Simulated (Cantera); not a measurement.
Feed: 1 mol CCl4, 0.063 mol H2, equilibrated at 1330 Pa.

Method: chemical equilibrium by Gibbs-energy minimisation in Cantera with the NASA 1993 tables (ideal gas, pure condensed phases). Candidate condensed phases: C, C6H6, C7H8, C8H18; 91 gas species. Rates play no part. All values below are at 1425 K.

Base state: Cl2 0.698, Cl 0.249, HCl 0.0535 (mole fractions); condensed: C(graphite).

Q: What changes in the equilibrium state with this change: pressure from 1330 Pa to 13300 Pa?

A: 
```tsv
species	before	after
Cl2	0.698	0.855
Cl	0.249	0.0870
HCl	0.0535	0.0584
CCl4	1.90e-6	2.85e-5
C(graphite), mol	1.000	1.000
```
